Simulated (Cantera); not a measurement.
## BF₃ + O₂ + N₂ (boron, boron nitride and boron oxide)

A closed system holds: 1 mol BF₃, 0.25 mol O₂, 0.74 mol N₂, equilibrated at 58.5 Torr.

Equilibrium computed with Cantera from the NASA thermochemical tables; the gas is ideal and each condensed phase is pure. Candidate condensed phases: B, BN, B₂O₃; 31 gas species. The tables' values for BF₂ are old estimates; treat these amounts as uncertain. Rates play no part.

```csv
T (K),log p BF₃,log p N₂,log p O₂,log p F,log p BOF,log p O,log p NO
1750,-1.41,-1.54,-2.01,-4.15,-4.47,-5.13,-3.84
1800,-1.41,-1.54,-2.01,-3.96,-4.28,-4.92,-3.77
1850,-1.41,-1.54,-2.02,-3.78,-4.09,-4.72,-3.70
1900,-1.41,-1.54,-2.02,-3.61,-3.92,-4.53,-3.63
1950,-1.41,-1.54,-2.02,-3.44,-3.75,-4.36,-3.57
2000,-1.41,-1.54,-2.03,-3.29,-3.59,-4.19,-3.51
2050,-1.41,-1.54,-2.03,-3.14,-3.45,-4.03,-3.45
2100,-1.42,-1.55,-2.04,-3.00,-3.31,-3.88,-3.40
2150,-1.42,-1.55,-2.05,-2.86,-3.17,-3.73,-3.36
2200,-1.43,-1.55,-2.06,-2.74,-3.05,-3.60,-3.31
2250,-1.43,-1.55,-2.07,-2.62,-2.93,-3.47,-3.27
2300,-1.44,-1.56,-2.09,-2.51,-2.81,-3.35,-3.24
2350,-1.45,-1.56,-2.11,-2.40,-2.71,-3.23,-3.20
2400,-1.46,-1.57,-2.14,-2.30,-2.61,-3.13,-3.18
```
log p: log10 of the partial pressure in bar; nothing condenses.

From 1750 K to 2400 K nothing is condensed. The main B-bearing gas is BF₃ throughout.
